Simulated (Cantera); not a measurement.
Input (Python, Cantera) and output of one run.

```python
import numpy as np
import cantera as ct

gas_names = """
    Fe H H2 H2S N NH NH2 NH3 N2 N2H2 N2H4 S SH SN S2 S8
""".split()
cond_names = """
    Fe(a) Fe(c) Fe(d) Fe(L) FeS(a) FeS(b) FeS(c) FeS(L) FeS2(s) S(cr1) S(cr2) S(L)
""".split()


# ... load() reads the species with a 1 bar reference pressure and builds the phases ...
atoms = {
    'FeS2': {'Fe': 1, 'S': 2},
    'H2': {'H': 2},
    'N2': {'N': 2},
}
top_T = {'FeS2(s)': 1010}  # K; cautious upper limits of use, not melting points


# ... equilibrate(T, P, feed) seeds the gas with the atoms and calls Mixture.equilibrate('TP', solver="vcs", rtol=1e-11, max_steps=5000) ...
results = []
feed = {'FeS2': 1, 'H2': 3.8, 'N2': 76}  # mol
P = 17000  # Pa
for T in [1075, 1125, 1175, 1225, 1275, 1325, 1375, 1425, 1475, 1525, 1575, 1625, 1675, 1725]:
    mix = equilibrate(T, P, feed)
    results.append((T, P, feed, dict(zip(mix.species_names, mix.species_moles))))

top = {s: max(r[3][s] / sum(r[3][g] for g in gas_names) for r in results) for s in gas_names}
cols = sorted((s for s in top if top[s] > 0.001), key=lambda s: -top[s])[:7]
seen = [c for c in cond_names if any(r[3].get(c, 0) > 1e-12 for r in results)]
print("log10 of partial pressures in bar; condensed amounts in mol")
print(f"{'T/K':>10s}" + "".join(f"{s[:9]:>10s}" for s in cols + seen))
for T, P, feed, n in results:
    ng = sum(n[g] for g in gas_names)
    print(f"{T:10.4g}" + "".join(f"{np.log10(max(n[s] / ng * P / 1e5, 1e-99)):10.3f}" for s in cols)
          + "".join(f"{n.get(c, 0):10.4g}" for c in seen))
```

Result:

```
log10 of partial pressures in bar; condensed amounts in mol
       T/K        N2        H2       H2S        S2    FeS(c)    FeS(L)
      1075    -0.791    -2.220    -2.684    -4.537         1         0
      1125    -0.791    -2.215    -2.699    -4.189         1         0
      1175    -0.791    -2.207    -2.727    -3.904         1         0
      1225    -0.791    -2.195    -2.768    -3.681         1         0
      1275    -0.792    -2.182    -2.822    -3.514         1         0
      1325    -0.792    -2.169    -2.887    -3.389         1         0
      1375    -0.792    -2.157    -2.959    -3.298         1         0
      1425    -0.792    -2.147    -3.036    -3.230         1         0
      1475    -0.792    -2.138    -3.114    -3.180         0         1
      1525    -0.793    -2.131    -3.194    -3.143         0         1
      1575    -0.793    -2.125    -3.273    -3.116         0    0.9999
      1625    -0.793    -2.121    -3.351    -3.095         0    0.9997
      1675    -0.793    -2.117    -3.427    -3.080         0    0.9992
      1725    -0.793    -2.115    -3.501    -3.069         0    0.9978
```

Equilibrium computed with Cantera from the NASA thermochemical tables; the gas is ideal and each condensed phase is pure. FeS: taken at fixed stoichiometry. Gases not in the tables: S3 to S7.
